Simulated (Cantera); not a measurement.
Carbothermic reduction: Fe3O4 + C + N2

Feed: 1 mol Fe3O4, 5.3 mol C, 1.2 mol N2, held at 6.10 mbar.

Cantera equilibrium calculation (NASA polynomials, part measured and part estimated; ideal gas, pure solids and liquids). Candidate condensed phases: C, Fe, Fe(CO)5, FeO, Fe2O3, Fe3O4; 27 gas species. Iron dissolves carbon and melts from about 1420 K in contact with it, which pure phases cannot show. Condensed phases not in the tables: cementite and carbon dissolved in iron. The numbers say what is thermodynamically allowed, not how fast it happens.

```json
[
 {"T (°C)": "1477", "log p CO": "-2.33", "log p Fe": "-4.86", "log p N2": "-2.85", "log p CN": "-9.30", "log p C2N2": "-9.76", "log p C3": "-13.62", "log p C": "-13.19", "log p CO2": "-8.65", "n C(graphite)": "1.30", "n Fe(δ)": "2.99", "n Fe(l)": "0"},
 {"T (°C)": "1552", "log p CO": "-2.33", "log p Fe": "-4.38", "log p N2": "-2.85", "log p CN": "-8.76", "log p C2N2": "-9.38", "log p C3": "-12.61", "log p C": "-12.31", "log p CO2": "-8.85", "n C(graphite)": "1.30", "n Fe(δ)": "0", "n Fe(l)": "2.96"},
 {"T (°C)": "1627", "log p CO": "-2.34", "log p Fe": "-3.95", "log p N2": "-2.86", "log p CN": "-8.28", "log p C2N2": "-9.03", "log p C3": "-11.68", "log p C": "-11.50", "log p CO2": "-9.05", "n C(graphite)": "1.30", "n Fe(δ)": "0", "n Fe(l)": "2.90"},
 {"T (°C)": "1702", "log p CO": "-2.35", "log p Fe": "-3.56", "log p N2": "-2.87", "log p CN": "-7.83", "log p C2N2": "-8.71", "log p C3": "-10.83", "log p C": "-10.75", "log p CO2": "-9.24", "n C(graphite)": "1.30", "n Fe(δ)": "0", "n Fe(l)": "2.76"},
 {"T (°C)": "1777", "log p CO": "-2.38", "log p Fe": "-3.20", "log p N2": "-2.90", "log p CN": "-7.42", "log p C2N2": "-8.44", "log p C3": "-10.04", "log p C": "-10.06", "log p CO2": "-9.45", "n C(graphite)": "1.30", "n Fe(δ)": "0", "n Fe(l)": "2.40"},
 {"T (°C)": "1852", "log p CO": "-2.44", "log p Fe": "-2.87", "log p N2": "-2.96", "log p CN": "-7.06", "log p C2N2": "-8.22", "log p C3": "-9.30", "log p C": "-9.42", "log p CO2": "-9.71", "n C(graphite)": "1.30", "n Fe(δ)": "0", "n Fe(l)": "1.51"},
 {"T (°C)": "1927", "log p CO": "-2.53", "log p Fe": "-2.65", "log p N2": "-3.05", "log p CN": "-6.74", "log p C2N2": "-8.05", "log p C3": "-8.62", "log p C": "-8.82", "log p CO2": "-10.02", "n C(graphite)": "1.30", "n Fe(δ)": "0", "n Fe(l)": "0"},
 {"T (°C)": "2002", "log p CO": "-2.53", "log p Fe": "-2.65", "log p N2": "-3.05", "log p CN": "-6.40", "log p C2N2": "-7.80", "log p C3": "-7.98", "log p C": "-8.26", "log p CO2": "-10.14", "n C(graphite)": "1.30", "n Fe(δ)": "0", "n Fe(l)": "0"}
]
```
log p: log10 of the partial pressure in bar; n: condensed amount in mol.

At 1477 °C the condensed part is C(graphite) + Fe(δ). From 1552 °C to 1852 °C the condensed part is C(graphite) + Fe(l). From 1927 °C to 2002 °C the condensed part is C(graphite). The main Fe-bearing gas is Fe throughout.
